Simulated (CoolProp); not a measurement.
Vapour-liquid equilibrium of R1234yf (1) + R227EA (2) at 247.2 K; x and y are mole fractions of (1).

Model: multi-fluid Helmholtz-energy mixture model, Lemmon 2022 and Lemmon 2016; pair parameters Bell 2016, in CoolProp.

### Question
Give the bubble pressure and the first vapour's composition at x = 0.65, 0.725, 0.875. Is there an azeotrope?

### Answer
x = 0.65: 0.09977 MPa, y = 0.762; x = 0.725: 0.1036 MPa, y = 0.819; x = 0.875: 0.1114 MPa, y = 0.923. No azeotrope shows between x = 0.05 and 0.95.

The pair parameters rest on a limited set of measurements; away from them the model extrapolates.
